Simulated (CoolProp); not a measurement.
Vapour-liquid equilibrium of carbonyl sulfide (1) + propane (2) at 1.07 MPa; x and y are mole fractions of (1).

The numbers come from the multi-fluid Helmholtz-energy mixture model, Lemmon 2006 and Lemmon 2009; pair parameters Bell 2016 in CoolProp.

| x | bubble temperature, mixture model (K) | bubble temperature, Raoult's law (K) | y, mixture model | y, Raoult's law |
|---|---|---|---|---|
| 0.05 | 301.9 | 302.1 | 0.066 | 0.066 |
| 0.2 | 299.6 | 300.1 | 0.244 | 0.252 |
| 0.35 | 297.8 | 298.2 | 0.404 | 0.420 |
| 0.5 | 296.1 | 296.5 | 0.554 | 0.574 |
| 0.65 | 294.6 | 294.7 | 0.697 | 0.715 |
| 0.8 | 293.1 | 293.1 | 0.833 | 0.844 |
| 0.95 | 291.6 | 291.6 | 0.961 | 0.963 |

The largest gap from Raoult's law is -0.5 K in bubble temperature, at x = 0.2. No azeotrope shows between x = 0.05 and 0.95.

The pair parameters rest on a limited set of measurements; away from them the model extrapolates.
